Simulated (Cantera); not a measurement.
A Cantera script and what it prints.

```python
import numpy as np
import cantera as ct

gas_names = """
    AL ALH ALO ALOH ALO2 ALO2H AL2 AL2O AL2O2 H HALO HO2 H2 H2O H2O2 O OH O2 O3
""".split()
cond_names = """
    AL(cr) AL(L) AL2O3(a) AL2O3(L) H2O(s) H2O(L)
""".split()


# ... load() reads the species with a 1 bar reference pressure and builds the phases ...
atoms = {
    'Al2O3': {'AL': 2, 'O': 3},
    'H2': {'H': 2},
}
top_T = {}  # K; cautious upper limits of use, not melting points


# ... equilibrate(T, P, feed) seeds the gas with the atoms and calls Mixture.equilibrate('TP', solver="vcs", rtol=1e-11, max_steps=5000) ...
results = []
feed = {'Al2O3': 1, 'H2': 5.1}  # mol
T = 2250  # K
P = 1000  # Pa
mix = equilibrate(T, P, feed)
results.append((T, P, feed, dict(zip(mix.species_names, mix.species_moles))))
x = sorted(zip(gas.X, gas.species_names), reverse=True)
print(f"T = {T:g} K  P = {P:g} Pa  gas = {mix.phase_moles(0):.4g} mol")
print("   x: " + "  ".join(f"{s} {v:.3e}" for v, s in x if v > 1e-05))
print("   condensed (mol): " + ("  ".join(f"{mix.phase(i).name} {mix.phase_moles(i):.4g}"
      for i in range(1, mix.n_phases) if mix.phase_moles(i) > 1e-12) or "none"))
```

Result:

```
T = 2250 K  P = 1000 Pa  gas = 5.304 mol
   x: H2 9.215e-01  H 7.129e-02  H2O 4.302e-03  AL 2.017e-03  AL2O 5.727e-04  ALOH 2.306e-04  OH 5.000e-05  ALO 3.983e-05  ALH 3.325e-05
   condensed (mol): AL2O3(a) 0.9908
```

These are equilibrium values from Cantera (NASA tables, ideal gas, pure condensed phases), not measurements of a reactor. The tables' values for AlOH are old estimates; treat these amounts as uncertain.
